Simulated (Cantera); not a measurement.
## Calcination and drying: MgSO4 + H2 + H2O

Input: 1 mol MgSO4, 0.047 mol H2, 0.016 mol H2O, held at 8.30 mbar.

Method: chemical equilibrium by Gibbs-energy minimisation in Cantera with the NASA 1993 tables (ideal gas, pure condensed phases). Candidate condensed phases: H2O, H2SO4, Mg, MgO, Mg(OH)2, MgS, MgSO4, S; 26 gas species. Mutual solubility and eutectic melting of coexisting phases are not modelled. Equilibrium is a limit: real reactors are often held back by kinetics, nucleation or transport.

```json
[
 {"T (K)": "1100", "x SO2": "0.542", "x O2": "0.168", "x H2O": "0.277", "x SO3": "0.0126", "x OH": "3.55e-6", "n MgO(s)": "0.126", "n MgSO4(s)": "0.874"},
 {"T (K)": "1175", "x SO2": "0.643", "x O2": "0.306", "x H2O": "0.0411", "x SO3": "0.0102", "x OH": "4.94e-6", "n MgO(s)": "1.00", "n MgSO4(s)": "0"},
 {"T (K)": "1250", "x SO2": "0.646", "x O2": "0.308", "x H2O": "0.0410", "x SO3": "0.00569", "x OH": "1.34e-5", "n MgO(s)": "1.00", "n MgSO4(s)": "0"},
 {"T (K)": "1325", "x SO2": "0.647", "x O2": "0.308", "x H2O": "0.0410", "x SO3": "0.00338", "x OH": "3.26e-5", "n MgO(s)": "1.00", "n MgSO4(s)": "0"},
 {"T (K)": "1400", "x SO2": "0.648", "x O2": "0.309", "x H2O": "0.0409", "x SO3": "0.00212", "x OH": "7.18e-5", "n MgO(s)": "1.00", "n MgSO4(s)": "0"},
 {"T (K)": "1475", "x SO2": "0.649", "x O2": "0.309", "x H2O": "0.0409", "x SO3": "0.00140", "x OH": "0.000146", "n MgO(s)": "1.00", "n MgSO4(s)": "0"},
 {"T (K)": "1550", "x SO2": "0.649", "x O2": "0.309", "x H2O": "0.0408", "x SO3": "0.000960", "x OH": "0.000278", "n MgO(s)": "1.00", "n MgSO4(s)": "0"},
 {"T (K)": "1625", "x SO2": "0.649", "x O2": "0.309", "x H2O": "0.0407", "x SO3": "0.000683", "x OH": "0.000497", "n MgO(s)": "1.00", "n MgSO4(s)": "0"}
]
```
x: gas mole fraction; n: condensed amount in mol.

At 1100 K the condensed part is MgO(s) + MgSO4(s). From 1175 K to 1625 K the condensed part is MgO(s).
